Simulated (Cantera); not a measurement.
A closed system holds: 1 mol SiHCl3, 13 mol NH3, 12 mol H2, held at 2048.15 K and 0.100 bar.

These are equilibrium values from Cantera (NASA tables, ideal gas, pure condensed phases), not measurements of a reactor. Candidate condensed phases: NH4Cl, Si, Si3N4; 28 gas species. The tables' values for SiCl, SiCl3, SiN are old estimates; treat these amounts as uncertain. Gases not in the tables: Si2H6 and higher silanes. Equilibrium is a limit: real reactors are often held back by kinetics, nucleation or transport.

Question: What is the equilibrium state?

Answer: 
```
Quantity        Value
----------  ---------
x(H2)           0.766
x(N2)           0.162
x(HCl)         0.0556
x(SiCl2)      0.00915
x(H)          0.00620
x(Si)        0.000757
x(SiCl)      0.000360
x(Cl)        0.000333
x(SiH)       0.000127
n(Si(l))    0.573 mol
gas amount  40.17 mol
```
